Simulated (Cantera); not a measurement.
Cantera run:

```python
import numpy as np
import cantera as ct

gas_names = """
    Cr CrN CrO CrO2 CrO3 H HNO HNO2 HNO3 HO2 H2 H2O H2O2 N NH NH2 NH3 NH2OH NO NO2 NO3 N2 N2H2 N2H4 N2O
    O OH O2 O3
""".split()
cond_names = """
    Cr(cr) Cr(L) CrN(s) Cr2N(s) Cr2O3(s) Cr2O3(L) H2O(s) H2O(L)
""".split()


# ... load() reads the species with a 1 bar reference pressure and builds the phases ...
atoms = {
    'Cr2O3': {'Cr': 2, 'O': 3},
    'H2': {'H': 2},
    'N2': {'N': 2},
}
top_T = {'CrN(s)': 1900, 'Cr2N(s)': 1900}  # K; cautious upper limits of use, not melting points


# ... equilibrate(T, P, feed) seeds the gas with the atoms and calls Mixture.equilibrate('TP', solver="vcs", rtol=1e-11, max_steps=5000) ...
results = []
T = 973.15  # K
P = 1333.22  # Pa
for m in [2.2, 3.2, 4.7, 6.9, 10, 15, 22, 32, 47, 70]:
    feed = {'Cr2O3': 1, 'H2': 75, 'N2': m}  # mol
    mix = equilibrate(T, P, feed)
    results.append((T, P, feed, dict(zip(mix.species_names, mix.species_moles))))

top = {s: max(r[3][s] / sum(r[3][g] for g in gas_names) for r in results) for s in gas_names}
cols = sorted((s for s in top if top[s] > 0.0001), key=lambda s: -top[s])[:7]
seen = [c for c in cond_names if any(r[3].get(c, 0) > 1e-12 for r in results)]
print("log10 of partial pressures in bar; condensed amounts in mol")
print(f"{'n(N2)':>10s}" + "".join(f"{s[:9]:>10s}" for s in cols + seen))
for T, P, feed, n in results:
    ng = sum(n[g] for g in gas_names)
    print(f"{feed['N2']:10.4g}" + "".join(f"{np.log10(max(n[s] / ng * P / 1e5, 1e-99)):10.3f}" for s in cols)
          + "".join(f"{n.get(c, 0):10.4g}" for c in seen))
```

Output:

```
log10 of partial pressures in bar; condensed amounts in mol
     n(N2)        H2        N2    CrN(s)   Cr2N(s)  Cr2O3(s)
       2.2    -1.888    -3.420         0 0.0003275    0.9997
       3.2    -1.893    -3.263         0 0.0003478    0.9997
       4.7    -1.902    -3.104 0.0007712         0    0.9996
       6.9    -1.913    -2.950 0.0008686         0    0.9996
        10    -1.929    -2.805 0.0009708         0    0.9995
        15    -1.954    -2.653   0.00109         0    0.9995
        22    -1.987    -2.519  0.001208         0    0.9994
        32    -2.029    -2.399  0.001325         0    0.9993
        47    -2.086    -2.289  0.001442         0    0.9993
        70    -2.161    -2.191  0.001554         0    0.9992
```

These are equilibrium values from Cantera (NASA tables, ideal gas, pure condensed phases), not measurements of a reactor.
